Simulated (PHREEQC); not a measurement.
Make-up at 20 °C: 0.0076 mol/kgw HBr and 0.28 mol/kgw MnSO4. Closed to the air; pH follows from the charge balance.

All values are PHREEQC results (ion-association model, phreeqc.dat), not measurements.

No solid was allowed to form.

### Question
What pH, activity of water does the model give?

### Answer
pH 2.78; activity of water 0.993.

### Question
In which forms is Mn present?

### Answer
Mn+2 52 %, MnSO4 48 % of the Mn.
